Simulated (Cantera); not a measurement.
What does this Cantera script print?

```python
import numpy as np
import cantera as ct

gas_names = [...]  # 113 gases of nasa_gas.yaml made of C, Cu, H, O
cond_names = """
    C(gr) C6H6(L) C7H8(L) C8H18(L),n-octa Cu(cr) Cu(L) CuO(s) CuO2H2(s) Cu2O(s) Cu2O(L) H2O(s) H2O(L)
""".split()


# ... load() reads the species with a 1 bar reference pressure and builds the phases ...
atoms = {
    'CuO': {'Cu': 1, 'O': 1},
    'CH4': {'C': 1, 'H': 4},
    'CO': {'C': 1, 'O': 1},
}
top_T = {'C(gr)': 4500, 'CuO(s)': 1390}  # K; cautious upper limits of use, not melting points


# ... equilibrate(T, P, feed) seeds the gas with the atoms and calls Mixture.equilibrate('TP', solver="vcs", rtol=1e-11, max_steps=5000) ...
results = []
feed = {'CuO': 1, 'CH4': 0.67, 'CO': 2}  # mol
P = 1600  # Pa
for T in [1175, 1275, 1375, 1475, 1575, 1675, 1775]:
    mix = equilibrate(T, P, feed)
    results.append((T, P, feed, dict(zip(mix.species_names, mix.species_moles))))
    x = sorted(zip(gas.X, gas.species_names), reverse=True)
    print(f"T = {T:g} K  P = {P:g} Pa  gas = {mix.phase_moles(0):.4g} mol")
    print("   x: " + "  ".join(f"{s} {v:.3e}" for v, s in x if v > 1e-05))
    print("   condensed (mol): " + ("  ".join(f"{mix.phase(i).name} {mix.phase_moles(i):.4g}"
          for i in range(1, mix.n_phases) if mix.phase_moles(i) > 1e-12) or "none"))
```

Output:

```
T = 1175 K  P = 1600 Pa  gas = 4.01 mol
   x: CO 6.153e-01  H2 3.024e-01  CO2 5.052e-02  H2O 3.178e-02
   condensed (mol): Cu(cr) 1
T = 1275 K  P = 1600 Pa  gas = 4.01 mol
   x: CO 6.201e-01  H2 2.976e-01  CO2 4.576e-02  H2O 3.653e-02
   condensed (mol): Cu(cr) 1
T = 1375 K  P = 1600 Pa  gas = 4.01 mol
   x: CO 6.241e-01  H2 2.936e-01  CO2 4.172e-02  H2O 4.057e-02  Cu 5.143e-05  H 1.468e-05
   condensed (mol): Cu(L) 0.9998
T = 1475 K  P = 1600 Pa  gas = 4.011 mol
   x: CO 6.273e-01  H2 2.900e-01  H2O 4.397e-02  CO2 3.830e-02  Cu 3.349e-04  H 5.522e-05
   condensed (mol): Cu(L) 0.9987
T = 1575 K  P = 1600 Pa  gas = 4.017 mol
   x: CO 6.293e-01  H2 2.867e-01  H2O 4.677e-02  CO2 3.538e-02  Cu 1.709e-03  H 1.759e-04
   condensed (mol): Cu(L) 0.9931
T = 1675 K  P = 1600 Pa  gas = 4.04 mol
   x: CO 6.281e-01  H2 2.826e-01  H2O 4.890e-02  CO2 3.279e-02  Cu 7.135e-03  H 4.879e-04
   condensed (mol): Cu(L) 0.9711
T = 1775 K  P = 1600 Pa  gas = 4.117 mol
   x: CO 6.184e-01  H2 2.750e-01  H2O 4.995e-02  CO2 3.020e-02  Cu 2.524e-02  H 1.200e-03  Cu2 4.336e-05  OH 1.358e-05
   condensed (mol): Cu(L) 0.8957
```

Cantera equilibrium calculation (NASA polynomials, part measured and part estimated; ideal gas, pure solids and liquids).
